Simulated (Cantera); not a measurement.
Charge: 1 mol SiH2Cl2, 0.16 mol O3, 2.5 mol H2, 0.28 mol NO, held at 1198.15 K and 10.0 mbar.

These are equilibrium values from Cantera (NASA tables, ideal gas, pure condensed phases), not measurements of a reactor. Candidate condensed phases: H2O, NH4Cl, Si, SiO2, Si2N2O, Si3N4; 47 gas species. Mutual solubility and eutectic melting of coexisting phases are not modelled. The tables' values for SiCl3 are old estimates; treat these amounts as uncertain. The tables hold silica as quartz up to 1696 K and as liquid above; real silica turns to tridymite and cristobalite and melts near 1996 K. Equilibrium is a limit: real reactors are often held back by kinetics, nucleation or transport.

Base state: H2 0.750, HCl 0.152, SiCl4 0.0542, SiCl2 0.0236, SiCl3 0.0120, SiHCl3 0.00720, SiH2Cl2 0.000125, SiO 2.90e-5 (mole fractions); condensed: SiO2(β-quartz) + Si2N2O(s).

Task: What changes in the equilibrium state with this change: temperature from 1198.15 K to 600 K?

Result: 
| species | before | after |
|---|---|---|
| H2 | 0.750 | 0.812 |
| SiCl4 | 0.0542 | 0.100 |
| HCl | 0.152 | 0.0880 |
| SiCl2 | 0.0236 | <1e-9 |
| SiCl3 | 0.0120 | <1e-9 |
| SiH2Cl2 | 0.000125 | <1e-9 |
| SiO | 2.90e-5 | <1e-9 |
| SiHCl3 | 0.00720 | 2.54e-5 |
| SiO2(β-quartz), mol | 0.310 | 0 |
| Si2N2O(s), mol | 0.140 | 0.140 |
| SiO2(α-quartz), mol | 0 | 0.310 |

Task: What changes in the equilibrium state with this change: H2 from 2.5 to 42 mol?

Result: 
```
species                before     after
-------------------  --------  --------
H2                      0.750     0.960
HCl                     0.152    0.0361
SiCl2                  0.0236   0.00319
SiCl4                  0.0542  0.000321
SiCl3                  0.0120  0.000341
SiHCl3                0.00720  0.000230
SiH2Cl2              0.000125   2.16e-5
SiO                   2.90e-5   5.08e-5
SiO2(β-quartz), mol     0.310     0.309
Si2N2O(s), mol          0.140     0.140
Si(s), mol                  0     0.228
```
